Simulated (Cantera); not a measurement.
Premixed flame

A freely propagating, adiabatic, planar premixed flame of H2 : O2 : N2 : H2O = 1 : 0.893 : 3.36 : 0.15 (molar parts), equivalence ratio 0.56, unburnt at 500 K and 90.0 Torr; mixture-averaged transport, grid criteria slope 0.08 and curve 0.16, no radiation.

Cantera simulation using the H2/O2 subset of GRI-Mech 3.0, which has no nitrogen chemistry; the numbers are that mechanism's predictions, not measurements. Burning velocities carry a grid error of a few per cent, more on coarse grids. Lean hydrogen flames are cellular in practice and burn faster than this planar one.

| z (mm) | T (K) | u (m/s) | x H2 | x O2 | x H2O | x H2O2 | x H | x HO2 |
|---|---|---|---|---|---|---|---|---|
| -18.5 | 500 | 2.55 | 0.185 | 0.165 | 0.0278 | <1e-8 | <1e-8 | <1e-8 |
| -12.4 | 500 | 2.55 | 0.185 | 0.165 | 0.0278 | <1e-8 | <1e-8 | <1e-8 |
| -9.27 | 500 | 2.55 | 0.185 | 0.165 | 0.0278 | <1e-8 | <1e-8 | <1e-8 |
| -6.18 | 500 | 2.55 | 0.185 | 0.165 | 0.0278 | <1e-8 | 3.08e-8 | 5.60e-7 |
| -3.09 | 519 | 2.63 | 0.179 | 0.166 | 0.0292 | 4.27e-6 | 0.000159 | 8.29e-5 |
| -1.55 | 698 | 3.47 | 0.148 | 0.161 | 0.0469 | 3.70e-6 | 0.00445 | 4.70e-5 |
| 0 | 1027 | 4.98 | 0.0723 | 0.131 | 0.114 | 9.31e-7 | 0.0230 | 2.10e-5 |
| 1.55 | 1259 | 6.05 | 0.0222 | 0.0946 | 0.177 | 1.25e-6 | 0.0308 | 1.20e-5 |
| 3.09 | 1374 | 6.58 | 0.0142 | 0.0860 | 0.192 | 9.87e-7 | 0.0259 | 9.21e-6 |
| 6.18 | 1496 | 7.11 | 0.0122 | 0.0829 | 0.200 | 5.91e-7 | 0.0178 | 7.14e-6 |
| 12.4 | 1613 | 7.61 | 0.00970 | 0.0809 | 0.209 | 3.10e-7 | 0.0104 | 5.37e-6 |
| 24.7 | 1714 | 8.03 | 0.00660 | 0.0798 | 0.217 | 1.65e-7 | 0.00502 | 3.74e-6 |
| 49.4 | 1787 | 8.33 | 0.00373 | 0.0795 | 0.223 | 9.43e-8 | 0.00193 | 2.32e-6 |
x: mole fraction of selected species; z is measured from the peak of heat release.

```
Quantity                     Value
------------------------  --------
laminar burning velocity  255 cm/s
thermal thickness          6.18 mm
peak x(H2O2)               5.96e-6
peak x(H)                   0.0310
peak x(HO2)                8.31e-5
grid points                    118
```
